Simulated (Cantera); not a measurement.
Mixture: CH₄ : CO : O₂ : N₂ = 1 : 0.033 : 1.34 : 8.07 (molar parts), at 760 Torr, adiabatic and at constant pressure. Ignition delay is the time to a rise of 400 K.

Model: GRI-Mech 3.0 (53 species, 325 reactions), integrated in Cantera.

Problem. What does this change do: CH4 1 to 0.71 parts?

Solution. 
| quantity | before | after |
|---|---|---|
| delay at 1175 K | 0.133 s | 0.111 s |
| delay at 1325 K | 16.9 ms | 14.0 ms |
| delay at 1475 K | 2.75 ms | 2.34 ms |
| delay at 1625 K | 0.608 ms | 0.546 ms |
| delay at 1775 K | 0.188 ms | 0.177 ms |
| apparent activation energy between 1625 and 1775 K | 190 kJ/mol | 180 kJ/mol |
